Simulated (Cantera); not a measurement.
A Cantera script and what it prints.

```python
import numpy as np
import cantera as ct

gas_names = """
    Fe FeO Fe(OH)2 H HO2 H2 H2O H2O2 H2S H2SO4 O OH O2 O3 S SH SO SO2 SO3 S2 S2O S8
""".split()
cond_names = """
    Fe(a) Fe(c) Fe(d) Fe(L) FeO(s) FeO(L) Fe(OH)2(s) Fe(OH)3(s) FeS(a) FeS(b) FeS(c) FeS(L) FeSO4(s)
    FeS2(s) Fe2O3(s) Fe2S3O12(s) Fe3O4(s) H2O(s) H2O(L) H2SO4(L) S(cr1) S(cr2) S(L)
""".split()


def load(file, names, dense=False):
    # The tables refer to 1 bar. Condensed volumes are neglected.
    table = {s.name: s for s in ct.Species.list_from_file(file)}
    out = []
    for n in names:
        d = dict(table[n].input_data)
        d["thermo"] = dict(d["thermo"], **{"reference-pressure": 1e5})
        if dense:
            d["equation-of-state"] = {"model": "constant-volume", "density": "1e6 g/cm^3"}
        out.append(ct.Species.from_dict(d))
    return out


gas = ct.Solution(thermo="ideal-gas", species=load("nasa_gas.yaml", gas_names))
cond = {s.name: ct.Solution(thermo="fixed-stoichiometry", species=[s], name=s.name)
        for s in load("nasa_condensed.yaml", cond_names, dense=True)}
atoms = {
    'FeS': {'Fe': 1, 'S': 1},
    'H2': {'H': 2},
    'H2O': {'H': 2, 'O': 1},
}
top_T = {'FeSO4(s)': 950, 'FeS2(s)': 1010, 'Fe2O3(s)': 1830, 'Fe2S3O12(s)': 1100, 'Fe3O4(s)': 1870}  # K; cautious upper limits of use, not melting points


def equilibrate(T, P, feed):
    n = {}
    for name, mol in feed.items():
        for a, k in atoms[name].items():
            n[a] = n.get(a, 0.0) + k * mol
    gas.TPX = T, P, n
    mass = sum(n.values()) * gas.mean_molecular_weight
    gas.equilibrate("TP")
    valid = [c for c in cond.values() if c.min_temp <= T <= top_T.get(c.name, c.max_temp)]
    mix = ct.Mixture([(gas, mass / gas.mean_molecular_weight)] + [(c, 0.0) for c in valid])
    mix.T, mix.P = T, P
    mix.equilibrate("TP", solver="vcs", rtol=1e-11, max_steps=5000)
    return mix


results = []
feed = {'FeS': 1, 'H2': 1.4, 'H2O': 7.6}  # mol
T = 1348.15  # K
P = 65  # Pa
mix = equilibrate(T, P, feed)
results.append((T, P, feed, dict(zip(mix.species_names, mix.species_moles))))
print(gas.report(threshold=0.0001))
for i in range(1, mix.n_phases):
    print(f"{mix.phase(i).name:16s} {mix.phase_moles(i):12.5e} mol")
```

Output:

```
       temperature   1348.2 K
          pressure   65 Pa
           density   9.4495e-05 kg/m^3
  mean mol. weight   16.296 kg/kmol
   phase of matter   gas

                          1 kg             1 kmol
                     ---------------   ---------------
          enthalpy       -7.3324e+06       -1.1949e+08  J
   internal energy       -8.0203e+06       -1.3069e+08  J
           entropy             18254        2.9745e+05  J/K
    Gibbs function       -3.1941e+07        -5.205e+08  J
 heat capacity c_p            2560.4             41724  J/K
 heat capacity c_v            2050.2             33409  J/K

                      mass frac. Y      mole frac. X     chem. pot. / RT
                     ---------------   ---------------   ---------------
                H2          0.035373           0.28593           -26.888
               H2O           0.71179           0.64385           -55.233
               H2S          0.023257          0.011122            -41.78
                SH         0.0016652        0.00082058           -28.336
                SO         0.0034332         0.0011641           -43.237
               SO2          0.088832          0.022598           -71.581
                S2           0.13506          0.034325           -29.783
     [  +15 minor]         0.0005881        0.00019409

Fe(c)             0.00000e+00 mol
FeO(s)            9.99972e-01 mol
Fe(OH)2(s)        0.00000e+00 mol
Fe(OH)3(s)        0.00000e+00 mol
FeS(c)            0.00000e+00 mol
Fe2O3(s)          0.00000e+00 mol
Fe3O4(s)          0.00000e+00 mol
S(L)              0.00000e+00 mol
```

These are equilibrium values from Cantera (NASA tables, ideal gas, pure condensed phases), not measurements of a reactor. The tables' stoichiometric FeO is somewhat more stable than real wüstite, so its field is too wide. FeO: taken at fixed stoichiometry.
